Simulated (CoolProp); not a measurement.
Computed with CoolProp (reference Helmholtz-energy equation of state, Thol 2015).

### Question
Give the vapour pressure (MPa), liquid density (kg/m³), enthalpy of vaporisation (kJ/kg), liquid cp (kJ/(kg K)) of saturated 1,2-dichloroethane at 318.8, 347.1, 351.2 K.

### Answer
| T (K) | p (MPa) | liquid density (kg/m³) | enthalpy of vaporisation (kJ/kg) | liquid cp (kJ/(kg K)) |
|---|---|---|---|---|
| 318.8 | 0.0262 | 1220 | 344 | 1.32 |
| 347.1 | 0.0744 | 1170 | 330 | 1.35 |
| 351.2 | 0.0851 | 1170 | 327 | 1.36 |
